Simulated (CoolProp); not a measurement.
Properties of octamethylcyclotetrasiloxane (D4) along the isotherm 620 K (Tc = 586.5 K, pc = 1.347 MPa, ω = 0.598).

Computed with CoolProp (reference Helmholtz-energy equation of state, Thol 2015).

| p (MPa) | phase | density (kg/m³) | cp (kJ/(kg K)) | isothermal compressibility (1/MPa) | expansivity (1/kK) |
|---|---|---|---|---|---|
| 0.126 | gas | 7.451 | 2.046 | 8.160 | 1.793 |
| 0.253 | gas | 15.41 | 2.055 | 4.191 | 2.004 |
| 0.379 | gas | 23.81 | 2.065 | 2.894 | 2.250 |
| 0.505 | gas | 32.80 | 2.077 | 2.254 | 2.542 |
| 0.632 | gas | 42.56 | 2.092 | 1.878 | 2.896 |
| 0.758 | gas | 53.06 | 2.109 | 1.640 | 3.325 |
| 0.884 | gas | 64.55 | 2.131 | 1.482 | 3.857 |
| 1.01 | gas | 77.25 | 2.159 | 1.376 | 4.530 |
| 1.14 | gas | 91.93 | 2.197 | 1.307 | 5.432 |
| 1.26 | gas | 107.3 | 2.244 | 1.275 | 6.536 |
| 1.39 | supercritical | 126.6 | 2.315 | 1.271 | 8.177 |
| 1.52 | supercritical | 149.6 | 2.419 | 1.301 | 10.53 |
| 1.64 | supercritical | 175.4 | 2.560 | 1.357 | 13.66 |
| 1.77 | supercritical | 210.1 | 2.772 | 1.420 | 18.23 |
| 1.89 | supercritical | 249.1 | 2.978 | 1.389 | 22.28 |
| 2.02 | supercritical | 294.6 | 3.073 | 1.164 | 23.29 |
